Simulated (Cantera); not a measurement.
A perfectly stirred reactor is fed with H2 : O2 = 0.011 : 1 (molar parts), equivalence ratio 0.0055, at 15.8 Torr; it is held at 1200 K, and followed from long to short residence time.

Model: GRI-Mech 3.0 (53 species, 325 reactions), integrated in Cantera. Radical loss at walls, strong at low pressure, is not modelled.

Task: Predict: x(H2) at τ = 2.00 s; x(O2) at τ = 2.00 s; x(H) at τ = 2.00 s; x(OH) at τ = 2.00 s; x(H2O) at τ = 2.00 s; x(H2) at τ = 77.0 ms; x(O2) at τ = 77.0 ms; x(H) at τ = 77.0 ms; x(OH) at τ = 77.0 ms; x(H2O) at τ = 77.0 ms.

Result: 
| Property | Value |
|---|---|
| x(H2) at τ = 2.00 s | 2.81e-5 |
| x(O2) at τ = 2.00 s | 0.988 |
| x(H) at τ = 2.00 s | 1.52e-5 |
| x(OH) at τ = 2.00 s | 0.000275 |
| x(H2O) at τ = 2.00 s | 0.0108 |
| x(H2) at τ = 77.0 ms | 0.000186 |
| x(O2) at τ = 77.0 ms | 0.984 |
| x(H) at τ = 77.0 ms | 0.000218 |
| x(OH) at τ = 77.0 ms | 0.000727 |
| x(H2O) at τ = 77.0 ms | 0.0103 |
